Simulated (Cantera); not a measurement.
A diamond (100) surface in a fixed gas of H2 with x(CH4) = 0.0026, x(CH3) = 0.001, at 975 K, 0.230 bar; coverages are run to steady state.

Computed with Cantera and the Harris–Goodwin 1993 mechanism for the reconstructed diamond (100) surface.

θ: site fractions in the mechanism's names (c6HH fully hydrogenated, c6H* and c6*H radical sites, c6** diradical, c6HM methylated).

```tsv
x(H)	growth (µm/h)	θ c6HH	θ c6H*	θ c6*H	θ c6**	θ c6HM
0.0001	___	0.128	0.00261	0.0575	0.000321	0.609
0.00025	___	0.198	0.00459	0.101	0.00103	0.521
0.00063	___	0.305	0.00755	0.166	0.00255	0.389
0.0016	___	0.426	0.0109	0.239	0.00461	0.239
0.0039	___	0.518	0.0135	0.295	0.00630	0.125
0.0098	99.4	0.574	0.0153	0.328	0.00738	0.0567
0.024	105	0.600	0.0167	0.343	0.00796	0.0245
0.061	109	0.611	0.0187	0.348	0.00841	0.00997
0.15	114	0.616	0.0228	0.347	0.00902	0.00422
```

### Question
Fill in the missing entries.

### Answer

- 0.0001, growth (µm/h): 10.8
- 0.00025, growth (µm/h): 23.1
- 0.00063, growth (µm/h): 43.6
- 0.0016, growth (µm/h): 68.3
- 0.0039, growth (µm/h): 87.5
